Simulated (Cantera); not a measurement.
**Adiabatic ignition**

An adiabatic, constant-pressure homogeneous reactor starts with 4.19 % C3H8, 10.5 % O2, 83.9 % N2, 1.47 % CO2, at 1750 K and 1000000 Pa.

Cantera simulation using GRI-Mech 3.0 (53 species, 325 reactions); the numbers are that mechanism's predictions, not measurements. GRI-Mech 3.0 was tuned for natural gas; its chemistry of propane as a main component is partial and can be far from experiment.

```json
[
 {"t (s)": "1.00e-6", "T (K)": "1721", "x C3H8": "0.0309", "x O2": "0.101", "x N2O": "5.33e-9", "x H2O": "0.00232", "x CO": "0.000498"},
 {"t (s)": "3.51e-6", "T (K)": "1791", "x C3H8": "0.00488", "x O2": "0.0775", "x N2O": "4.43e-8", "x H2O": "0.0190", "x CO": "0.0134"},
 {"t (s)": "1.23e-5", "T (K)": "2450", "x C3H8": "9.49e-11", "x O2": "0.000177", "x N2O": "2.63e-8", "x H2O": "0.0783", "x CO": "0.0935"},
 {"t (s)": "4.33e-5", "T (K)": "2451", "x C3H8": "1.35e-11", "x O2": "1.77e-6", "x N2O": "3.33e-8", "x H2O": "0.0735", "x CO": "0.0996"},
 {"t (s)": "0.000152", "T (K)": "2444", "x C3H8": "<1e-12", "x O2": "1.52e-6", "x N2O": "5.54e-8", "x H2O": "0.0697", "x CO": "0.106"},
 {"t (s)": "0.000534", "T (K)": "2442", "x C3H8": "<1e-12", "x O2": "1.67e-6", "x N2O": "3.97e-8", "x H2O": "0.0692", "x CO": "0.106"},
 {"t (s)": "0.00187", "T (K)": "2443", "x C3H8": "<1e-12", "x O2": "1.70e-6", "x N2O": "1.63e-8", "x H2O": "0.0693", "x CO": "0.106"},
 {"t (s)": "0.00658", "T (K)": "2444", "x C3H8": "<1e-12", "x O2": "1.71e-6", "x N2O": "1.02e-8", "x H2O": "0.0693", "x CO": "0.106"},
 {"t (s)": "0.0231", "T (K)": "2444", "x C3H8": "<1e-12", "x O2": "1.72e-6", "x N2O": "9.69e-9", "x H2O": "0.0693", "x CO": "0.106"},
 {"t (s)": "0.0811", "T (K)": "2444", "x C3H8": "<1e-12", "x O2": "1.72e-6", "x N2O": "9.69e-9", "x H2O": "0.0693", "x CO": "0.106"},
 {"t (s)": "0.285", "T (K)": "2444", "x C3H8": "<1e-12", "x O2": "1.72e-6", "x N2O": "9.69e-9", "x H2O": "0.0693", "x CO": "0.106"},
 {"t (s)": "1.00", "T (K)": "2444", "x C3H8": "<1e-12", "x O2": "1.72e-6", "x N2O": "9.69e-9", "x H2O": "0.0693", "x CO": "0.106"}
]
```
x: mole fraction; the columns are a selection and need not sum to one.

| Item | Value |
|---|---|
| time of steepest temperature rise | 5.04 µs |
| temperature at 1.00 s | 2444 K |
| equilibrium temperature | 2444 K |
| x(C3H8) at 1.00 s | <1e-12 (gas-phase equilibrium <1e-12) |
| x(O2) at 1.00 s | 1.72e-6 (gas-phase equilibrium 1.72e-6) |
| x(N2O) at 1.00 s | 9.69e-9 (gas-phase equilibrium 9.69e-9) |
